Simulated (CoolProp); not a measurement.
The numbers come from the reference Helmholtz-energy equation of state, Schmidt 1985 in CoolProp. Above 300 K oxygen's equation is extrapolated.

For oxygen, give the phase and the cp (kJ/(kg K)), speed of sound (m/s), viscosity (µPa s), conductivity (mW/(m K)) at 68.8 K and 1.01 bar; 164.5 K and 1.01 bar; 228.3 K and 1.01 bar.


- 68.8 K and 1.01 bar: liquid; cp 1.68, speed of sound 1080, viscosity 390, conductivity 181
- 164.5 K and 1.01 bar: gas; cp 0.917, speed of sound 244, viscosity 12.4, conductivity 15.1
- 228.3 K and 1.01 bar: gas; cp 0.914, speed of sound 288, viscosity 16.5, conductivity 20.7

Viscosity comes from a separate model (Lemmon 2004). Thermal conductivity comes from a separate model (Lemmon 2004).
